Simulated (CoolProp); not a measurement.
Vapour-liquid equilibrium of n-pentane (1) + benzene (2) at 0.931 MPa; x and y are mole fractions of (1).

Values from CoolProp's multi-fluid Helmholtz-energy mixture model, Thol 2019 and Thol 2012; pair parameters Bell 2016.

```tsv
x	bubble temperature (°C)	y at the bubble point	dew temperature at overall composition x (°C)	liquid density (mol/L)
0.05	168.6	0.129	172.2	8.846
0.2	155.0	0.400	165.2	8.596
0.35	145.4	0.571	157.6	8.304
0.5	138.2	0.695	149.5	7.999
0.65	132.3	0.795	140.8	7.696
0.8	127.3	0.885	132.1	7.403
0.95	122.7	0.971	123.8	7.126
```

No azeotrope shows between x = 0.05 and 0.95.

Pair parameters are fitted to limited data, so mixtures are less certain than the pure fluids.
